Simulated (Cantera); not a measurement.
Abatement and gas-phase synthesis: H2S + O2

Feed: 1 mol H2S, 0.051 mol O2, equilibrated at 1.00 bar.

Equilibrium computed with Cantera from the NASA thermochemical tables; the gas is ideal and each condensed phase is pure. Candidate condensed phases: H2O, H2SO4, S; 19 gas species. Gases not in the tables: S3 to S7. Kinetics and transport are ignored.

From 1025 °C to 1675 °C nothing is condensed.

```json
[
 {"T (°C)": "1025", "x H2S": "0.628", "x H2": "0.159", "x S2": "0.124", "x H2O": "0.0892", "x SH": "0.000898"},
 {"T (°C)": "1075", "x H2S": "0.583", "x H2": "0.190", "x S2": "0.138", "x H2O": "0.0876", "x SH": "0.00134"},
 {"T (°C)": "1125", "x H2S": "0.537", "x H2": "0.222", "x S2": "0.153", "x H2O": "0.0860", "x SH": "0.00194"},
 {"T (°C)": "1175", "x H2S": "0.491", "x H2": "0.254", "x S2": "0.168", "x H2O": "0.0844", "x SH": "0.00270"},
 {"T (°C)": "1225", "x H2S": "0.446", "x H2": "0.285", "x S2": "0.183", "x H2O": "0.0828", "x SH": "0.00366"},
 {"T (°C)": "1275", "x H2S": "0.403", "x H2": "0.314", "x S2": "0.196", "x H2O": "0.0813", "x SH": "0.00484"},
 {"T (°C)": "1325", "x H2S": "0.363", "x H2": "0.342", "x S2": "0.209", "x H2O": "0.0799", "x SH": "0.00623"},
 {"T (°C)": "1375", "x H2S": "0.326", "x H2": "0.367", "x S2": "0.220", "x H2O": "0.0785", "x SH": "0.00786"},
 {"T (°C)": "1425", "x H2S": "0.292", "x H2": "0.390", "x S2": "0.231", "x H2O": "0.0772", "x SH": "0.00972"},
 {"T (°C)": "1475", "x H2S": "0.261", "x H2": "0.411", "x S2": "0.240", "x H2O": "0.0759", "x SH": "0.0118"},
 {"T (°C)": "1525", "x H2S": "0.233", "x H2": "0.429", "x S2": "0.248", "x H2O": "0.0748", "x SH": "0.0141"},
 {"T (°C)": "1575", "x H2S": "0.208", "x H2": "0.445", "x S2": "0.255", "x H2O": "0.0736", "x SH": "0.0167"},
 {"T (°C)": "1625", "x H2S": "0.185", "x H2": "0.460", "x S2": "0.260", "x H2O": "0.0726", "x SH": "0.0195"},
 {"T (°C)": "1675", "x H2S": "0.166", "x H2": "0.472", "x S2": "0.265", "x H2O": "0.0715", "x SH": "0.0224"}
]
```
x: gas mole fraction; nothing condenses.
